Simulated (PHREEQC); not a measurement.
Make-up at 20 °C: 55 mmol/kgw NaHSO4, 0.05 mmol/kgw ZnBr2 and 0.12 mmol/kgw LiCl. Closed to the air; pH follows from the charge balance.

Model: ion-association model, phreeqc.dat, run in PHREEQC.

No solid was allowed to form.

Question: What pH does the model give?

Answer: pH 1.62.

Question: In which forms is Li present?

Answer: Li+ 96 %, LiSO4- 4.1 % of the Li.
